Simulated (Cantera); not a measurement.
An isothermal, constant-pressure homogeneous reactor starts with NO : N2 = 1 : 0.2 (molar parts), at 1575 K and 10.5 Torr. Integrator tolerance rtol = 1e-08.

Detailed kinetics in Cantera: GRI-Mech 3.0 (53 species, 325 reactions). Radical loss at walls, strong at low pressure, is not modelled.

Question: What does this change do: temperature 1575 to 1650 K?

Answer: 
| quantity | before | after |
|---|---|---|
| x(NO) at 50.0 s | 0.810 (gas-phase equilibrium 0.00211) | 0.778 (gas-phase equilibrium 0.00289) |
| x(N2) at 50.0 s | 0.178 (gas-phase equilibrium 0.582) | 0.194 (gas-phase equilibrium 0.582) |
| x(O) at 50.0 s | 1.53e-5 (gas-phase equilibrium 5.87e-5) | 4.85e-5 (gas-phase equilibrium 0.000142) |
| x(O2) at 50.0 s | 0.0114 (gas-phase equilibrium 0.416) | 0.0274 (gas-phase equilibrium 0.415) |
| x(NO2) at 50.0 s | 8.86e-5 (gas-phase equilibrium 1.51e-6) | 0.000107 (gas-phase equilibrium 1.70e-6) |
